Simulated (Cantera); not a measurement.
## Thermodynamics of boron, boron nitride and boron oxide, feed B2H6 + N2 + H2

Charge: 1 mol B2H6, 5.9 mol N2, 15 mol H2, equilibrated at 4.20 Torr.

Equilibrium computed with Cantera from the NASA thermochemical tables; the gas is ideal and each condensed phase is pure. Candidate condensed phases: B, BN; 15 gas species. The feed counts by its element totals alone. Mutual solubility and eutectic melting of coexisting phases are not modelled. The tables' values for BH2 are old estimates; treat these amounts as uncertain. The numbers say what is thermodynamically allowed, not how fast it happens.

From 1752 °C to 1877 °C the condensed part is BN(s). At 1902 °C the condensed part is B(s) + BN(s). From 1927 °C to 2052 °C the condensed part is B(s). At 2077 °C the condensed part is B(l). The share of B in condensed phases is highest at 1752 °C (99.8 %) and lowest at 2077 °C (93.3 %).

| T (°C) | x H2 | x N2 | x H | x B | x BH2 | x BH | x BN | x BH3 | n BN(s) | n B(s) | n B(l) |
|---|---|---|---|---|---|---|---|---|---|---|---|
| 1752 | 0.766 | 0.212 | 0.0225 | 1.36e-5 | 0.000156 | 1.86e-6 | 4.81e-7 | 7.26e-7 | 2.00 | 0 | 0 |
| 1777 | 0.762 | 0.211 | 0.0265 | 2.43e-5 | 0.000214 | 3.04e-6 | 8.07e-7 | 9.19e-7 | 1.99 | 0 | 0 |
| 1802 | 0.758 | 0.211 | 0.0310 | 4.29e-5 | 0.000291 | 4.91e-6 | 1.34e-6 | 1.16e-6 | 1.99 | 0 | 0 |
| 1827 | 0.753 | 0.210 | 0.0361 | 7.46e-5 | 0.000392 | 7.82e-6 | 2.19e-6 | 1.44e-6 | 1.99 | 0 | 0 |
| 1852 | 0.748 | 0.210 | 0.0420 | 0.000128 | 0.000523 | 1.23e-5 | 3.54e-6 | 1.79e-6 | 1.98 | 0 | 0 |
| 1877 | 0.741 | 0.209 | 0.0485 | 0.000217 | 0.000693 | 1.92e-5 | 5.66e-6 | 2.20e-6 | 1.98 | 0 | 0 |
| 1902 | 0.712 | 0.232 | 0.0550 | 0.000345 | 0.000838 | 2.76e-5 | 8.94e-6 | 2.44e-6 | 0.532 | 1.44 | 0 |
| 1927 | 0.697 | 0.239 | 0.0628 | 0.000488 | 0.000924 | 3.58e-5 | 1.22e-5 | 2.49e-6 | 0 | 1.96 | 0 |
| 1952 | 0.689 | 0.238 | 0.0718 | 0.000685 | 0.00103 | 4.63e-5 | 1.61e-5 | 2.58e-6 | 0 | 1.96 | 0 |
| 1977 | 0.680 | 0.237 | 0.0818 | 0.000955 | 0.00113 | 5.96e-5 | 2.13e-5 | 2.66e-6 | 0 | 1.95 | 0 |
| 2002 | 0.669 | 0.235 | 0.0928 | 0.00132 | 0.00125 | 7.60e-5 | 2.78e-5 | 2.73e-6 | 0 | 1.93 | 0 |
| 2027 | 0.658 | 0.233 | 0.105 | 0.00181 | 0.00137 | 9.65e-5 | 3.62e-5 | 2.80e-6 | 0 | 1.92 | 0 |
| 2052 | 0.646 | 0.232 | 0.118 | 0.00247 | 0.00149 | 0.000122 | 4.68e-5 | 2.85e-6 | 0 | 1.89 | 0 |
| 2077 | 0.633 | 0.230 | 0.133 | 0.00334 | 0.00162 | 0.000152 | 6.01e-5 | 2.89e-6 | 0 | 0 | 1.87 |
x: gas mole fraction; n: condensed amount in mol.
